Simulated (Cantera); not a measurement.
A freely propagating, adiabatic, planar premixed flame of CO : H2 : CH4 : O2 : N2 = 1 : 0.046 : 0.033 : 0.421 : 1.58 (molar parts), equivalence ratio 1.4, unburnt at 400 K and 100000 Pa; mixture-averaged transport, grid criteria slope 0.08 and curve 0.16, no radiation.

Cantera simulation using GRI-Mech 3.0 (53 species, 325 reactions); the numbers are that mechanism's predictions, not measurements. Burning velocities carry a grid error of a few per cent, more on coarse grids.

**Question.** What does this change do: inlet temperature 400 to 550 K?

**Answer.** 
```tsv
quantity	before	after
laminar burning velocity	105 cm/s	179 cm/s
thermal thickness	0.545 mm	0.584 mm
peak x(CH3)	6.57e-5	7.75e-5
peak x(HCO)	8.36e-6	9.54e-6
```

**Question.** What does this change do: CO 1 to 1.3 parts?

**Answer.** 
```json
[
 {"quantity": "laminar burning velocity", "before": "105 cm/s", "after": "112 cm/s"},
 {"quantity": "thermal thickness", "before": "0.545 mm", "after": "0.522 mm"},
 {"quantity": "peak x(CH3)", "before": "6.57e-5", "after": "6.13e-5"},
 {"quantity": "peak x(HCO)", "before": "8.36e-6", "after": "8.78e-6"}
]
```
